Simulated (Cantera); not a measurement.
Mixture: CH4 : H2 : O2 : N2 = 1 : 0.42 : 2.21 : 8.31 (molar parts), at 0.570 bar, adiabatic and at constant volume. Ignition delay is the time to a rise of 400 K.

Detailed kinetics in Cantera: GRI-Mech 3.0 (53 species, 325 reactions).

Task: At T0 = 1398 K, what is the delay, and which 5 reactions control it most (d ln τ / d ln k, from doubling and halving each rate constant)?

Result: The delay is 0.836 ms.
```csv
reaction,d ln τ / d ln k,faster rate
H + O2 <=> O + OH,-0.99,shortens it
2 CH3 (+M) <=> C2H6 (+M),0.34,lengthens it
CH4 + OH <=> CH3 + H2O,0.30,lengthens it
H2 + OH <=> H + H2O,-0.24,shortens it
CH4 + H <=> CH3 + H2,0.18,lengthens it
```
